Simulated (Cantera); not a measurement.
A freely propagating, adiabatic, planar premixed flame of H₂ : O₂ : N₂ = 1 : 0.294 : 1.11 (molar parts), equivalence ratio 1.7, unburnt at 600 K and 82.5 Torr; mixture-averaged transport, grid criteria slope 0.08 and curve 0.16, no radiation.

Model: the H2/O2 subset of GRI-Mech 3.0, which has no nitrogen chemistry, integrated in Cantera. Burning velocities carry a grid error of a few per cent, more on coarse grids.

Question: Predict: laminar burning velocity; thermal thickness; peak x(OH); peak x(H); peak x(H₂O₂).

Answer: 
- laminar burning velocity: 669 cm/s
- thermal thickness: 7.91 mm
- peak x(OH): 0.00917
- peak x(H): 0.139
- peak x(H₂O₂): 3.89e-7
